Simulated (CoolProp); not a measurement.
Model: reference Helmholtz-energy equation of state, Wu 2012, in CoolProp.

For fluoroethane (R161), give the phase and the cp (kJ/(kg K)) at 450 K and 1.76 bar; 450 K and 6.64 bar.


- 450 K and 1.76 bar: gas; cp 1.69
- 450 K and 6.64 bar: gas; cp 1.72
